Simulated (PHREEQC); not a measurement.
# Brine: speciation

A solution holds 0.43 mol/kgw Na2SO4, at 20 °C. Closed to the air; pH follows from the charge balance.

Equilibrium calculation in PHREEQC: Pitzer model, pitzer.dat.

This is a speciation only: nothing precipitates in the calculation.

**Question.** Predict the activity of water, osmotic coefficient, density.

**Answer.** activity of water 0.984; osmotic coefficient 0.692; density 1.051 g/cm³.
